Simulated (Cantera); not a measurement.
A Cantera script and its output.

```python
import numpy as np
import cantera as ct

gas = ct.Solution("gri30.yaml")
gas.TPX = 1000, 500000, {'CH4': 1, 'CO': 0.068, 'O2': 1.45, 'N2': 5.46, 'H2O': 1.3}
reactor = ct.IdealGasConstPressureReactor(gas, energy="on", clone=False)
net = ct.ReactorNet([reactor])
net.rtol, net.atol = 1e-08, 1e-16
show = ['CH4', 'CO', 'O2', 'H2', 'HCO', 'C2H6']
times = np.geomspace(3e-06, 9, 16)

steps = ct.SolutionArray(gas, extra=["t"])
rows = []
print(f"{'t/s':>10s}{'T/K':>9s}{'P/Pa':>11s}" + "".join(f"{s:>11s}" for s in show))
for t in times:
    while net.time < t:
        t_next = net.step()
        steps.append(gas.state, t=t_next)
    rows.append([np.interp(t, steps.t, y) for y in (steps.T, steps.P, *steps(*show).X.T)])
    print(f"{t:10.3e}{rows[-1][0]:9.1f}{rows[-1][1]:11.4g}" + "".join(f"{x:11.3e}" for x in rows[-1][2:]))
rate = np.gradient(steps.T, steps.t)
print("integrator steps:", len(steps.t))
if steps.T.max() > steps.T[0] + 200:
    print(f"time of steepest temperature rise: {steps.t[rate.argmax()]:.4e} s")
gas.TPX = 1000, 500000, {'CH4': 1, 'CO': 0.068, 'O2': 1.45, 'N2': 5.46, 'H2O': 1.3}
gas.equilibrate("HP")
print(f"equilibrium (HP): T = {gas.T:.1f} K  " + "  ".join(f"{s} {gas[s].X[0]:.3e}" for s in show))
```

Result:

```
       t/s      T/K       P/Pa        CH4         CO         O2         H2        HCO       C2H6
 3.000e-06   1000.0      5e+05  1.078e-01  7.329e-03  1.563e-01  3.403e-14  9.291e-19  1.601e-17
 8.108e-06   1000.0      5e+05  1.078e-01  7.329e-03  1.563e-01  1.195e-13  1.738e-18  3.368e-16
 2.191e-05   1000.0      5e+05  1.078e-01  7.329e-03  1.563e-01  4.564e-13  4.015e-18  6.894e-15
 5.923e-05   1000.0      5e+05  1.078e-01  7.329e-03  1.563e-01  2.172e-12  1.085e-17  1.404e-13
 1.601e-04   1000.0      5e+05  1.078e-01  7.329e-03  1.563e-01  1.324e-11  3.464e-17  2.949e-12
 4.327e-04   1000.0      5e+05  1.078e-01  7.329e-03  1.563e-01  9.981e-11  1.448e-16  6.563e-11
 1.169e-03   1000.0      5e+05  1.078e-01  7.329e-03  1.563e-01  9.353e-10  9.313e-16  1.715e-09
 3.161e-03   1000.0      5e+05  1.078e-01  7.329e-03  1.563e-01  9.792e-09  9.078e-15  4.542e-08
 8.543e-03   1000.0      5e+05  1.078e-01  7.329e-03  1.563e-01  6.930e-08  6.280e-14  4.987e-07
 2.309e-02   1000.1      5e+05  1.078e-01  7.328e-03  1.563e-01  3.043e-07  2.528e-13  2.266e-06
 6.240e-02   1000.3      5e+05  1.077e-01  7.327e-03  1.562e-01  1.460e-06  1.062e-12  9.328e-06
 1.687e-01   1002.3      5e+05  1.074e-01  7.344e-03  1.560e-01  1.592e-05  1.053e-11  6.081e-05
 4.558e-01   2294.2      5e+05  9.020e-12  5.933e-02  1.750e-05  5.942e-02  6.046e-08  3.553e-23
 1.232e+00   2294.2      5e+05  9.020e-12  5.933e-02  1.750e-05  5.942e-02  6.046e-08  3.553e-23
 3.330e+00   2294.2      5e+05  9.020e-12  5.933e-02  1.750e-05  5.942e-02  6.046e-08  3.553e-23
 9.000e+00   2294.2      5e+05  9.020e-12  5.933e-02  1.750e-05  5.942e-02  6.046e-08  3.553e-23
integrator steps: 2839
time of steepest temperature rise: 2.7702e-01 s
equilibrium (HP): T = 2294.2 K  CH4 1.026e-11  CO 5.933e-02  O2 1.750e-05  H2 5.942e-02  HCO 6.046e-08  C2H6 4.415e-23
```

Model: GRI-Mech 3.0 (53 species, 325 reactions), integrated in Cantera.
